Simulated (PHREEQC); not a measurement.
1.8 g of hydrous ferric oxide (600 m²/g; 0.2 weak and 0.005 strong sites per Fe, Dzombak-Morel constants, diffuse double layer) in 1 kg of water with 0.005 mol/kgw of an inert sodium salt and 0.00046 mol Na2HAsO4 and 0.00041 mol Na2SeO4, at 25 °C; the pH is set by adding NaOH or the inert anion's acid. Oxygen is held at 0.21 atm. CO2 from the air is kept out. Precipitation was switched off in this run.

All values are PHREEQC results (ion-association model, wateq4f.dat), not measurements.

### Question
Predict As sorbed (%), Se sorbed (%), surface charge σ (C/m²) at pH = 5, 12.

### Answer
```
pH  As sorbed (%)  Se sorbed (%)  surface charge σ (C/m²)
--  -------------  -------------  -----------------------
5           100.0           99.4                    0.056
12            3.4            0.0                   -0.230
```
